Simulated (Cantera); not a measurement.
Input (Python, Cantera):

```python
import numpy as np
import cantera as ct

gas = ct.Solution("gri30.yaml")
gas.TPX = 1298, 170000, {'CH4': 1, 'CO': 0.31, 'O2': 3.59, 'N2': 13.5}
reactor = ct.IdealGasConstPressureReactor(gas, energy="on", clone=False)
net = ct.ReactorNet([reactor])
net.rtol, net.atol = 1e-08, 1e-16
show = ['CH4', 'CO', 'O2', 'H2O', 'H2', 'CH3', 'C2H6']
times = np.geomspace(4e-06, 4, 10)

steps = ct.SolutionArray(gas, extra=["t"])
rows = []
print(f"{'t/s':>10s}{'T/K':>9s}{'P/Pa':>11s}" + "".join(f"{s:>11s}" for s in show))
for t in times:
    while net.time < t:
        t_next = net.step()
        steps.append(gas.state, t=t_next)
    rows.append([np.interp(t, steps.t, y) for y in (steps.T, steps.P, *steps(*show).X.T)])
    print(f"{t:10.3e}{rows[-1][0]:9.1f}{rows[-1][1]:11.4g}" + "".join(f"{x:11.3e}" for x in rows[-1][2:]))
rate = np.gradient(steps.T, steps.t)
print("integrator steps:", len(steps.t))
if steps.T.max() > steps.T[0] + 200:
    print(f"time of steepest temperature rise: {steps.t[rate.argmax()]:.4e} s")
gas.TPX = 1298, 170000, {'CH4': 1, 'CO': 0.31, 'O2': 3.59, 'N2': 13.5}
gas.equilibrate("HP")
print(f"equilibrium (HP): T = {gas.T:.1f} K  " + "  ".join(f"{s} {gas[s].X[0]:.3e}" for s in show))
```

Result:

```
       t/s      T/K       P/Pa        CH4         CO         O2        H2O         H2        CH3       C2H6
 4.000e-06   1298.0    1.7e+05  5.435e-02  1.685e-02  1.951e-01  4.086e-09  3.836e-10  2.751e-08  7.123e-14
 1.857e-05   1298.0    1.7e+05  5.435e-02  1.685e-02  1.951e-01  3.159e-08  2.575e-09  1.430e-07  9.238e-12
 8.618e-05   1298.0    1.7e+05  5.435e-02  1.685e-02  1.951e-01  3.351e-07  2.562e-08  8.195e-07  1.304e-09
 4.000e-04   1298.0    1.7e+05  5.434e-02  1.685e-02  1.951e-01  7.082e-06  6.289e-07  6.748e-06  3.565e-07
 1.857e-03   1299.2    1.7e+05  5.408e-02  1.684e-02  1.949e-01  1.920e-04  2.377e-05  2.796e-05  4.773e-05
 8.618e-03   2443.6    1.7e+05  9.262e-19  4.995e-03  7.738e-02  1.031e-01  1.288e-03  7.048e-18  2.509e-35
 4.000e-02   2429.7    1.7e+05  8.280e-19  4.768e-03  7.318e-02  1.035e-01  1.237e-03  6.044e-18  2.044e-35
 1.857e-01   2427.5    1.7e+05  8.130e-19  4.733e-03  7.252e-02  1.035e-01  1.229e-03  5.894e-18  1.976e-35
 8.618e-01   2427.5    1.7e+05  8.130e-19  4.733e-03  7.252e-02  1.035e-01  1.229e-03  5.894e-18  1.976e-35
 4.000e+00   2427.5    1.7e+05  8.130e-19  4.733e-03  7.252e-02  1.035e-01  1.229e-03  5.894e-18  1.976e-35
integrator steps: 2098
time of steepest temperature rise: 6.2895e-03 s
equilibrium (HP): T = 2427.5 K  CH4 1.198e-18  CO 4.733e-03  O2 7.252e-02  H2O 1.035e-01  H2 1.229e-03  CH3 8.686e-18  C2H6 3.533e-35
```

Computed with Cantera and GRI-Mech 3.0 (53 species, 325 reactions).
